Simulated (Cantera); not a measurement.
A closed system holds: 1 mol Pb, 6.2 mol NH3, 25 mol H2, held at 3.30 mbar.

Equilibrium computed with Cantera from the NASA thermochemical tables; the gas is ideal and each condensed phase is pure. Candidate condensed phases: Pb; 11 gas species. Equilibrium is a limit: real reactors are often held back by kinetics, nucleation or transport.

x: gas mole fraction; n: condensed amount in mol.

```
T (K)   x H2    x N2        x Pb         x H       x NH3       x Pb2     n Pb(l)
-----  -----  ------  ----------  ----------  ----------  ----------  ----------
673    0.917  0.0829     9.28e-8      <1e-12     1.12e-5      <1e-12       1.000
823    0.917  0.0829  (withheld)  (withheld)  (withheld)  (withheld)       0.998
973    0.915  0.0827  (withheld)  (withheld)  (withheld)  (withheld)  (withheld)
1123   0.893  0.0807      0.0260     7.01e-7     2.22e-7     1.97e-7           0
1273   0.893  0.0807      0.0260     1.17e-5     1.10e-7     9.15e-8           0
1423   0.893  0.0807      0.0260    0.000109     6.26e-8     4.98e-8           0
1573   0.893  0.0807      0.0260    0.000669     3.97e-8     3.04e-8           0
```

Problem. What belongs in the gaps?

Solution. 
- 973, x Pb: 0.00265
- 973, x H: 1.80e-8
- 973, x NH3: 5.81e-7
- 973, x Pb2: 5.51e-9
- 973, n Pb(l): 0.901
- 823, x Pb: 4.07e-5
- 823, x H: 1.22e-10
- 823, x NH3: 1.99e-6
- 823, x Pb2: 5.00e-12
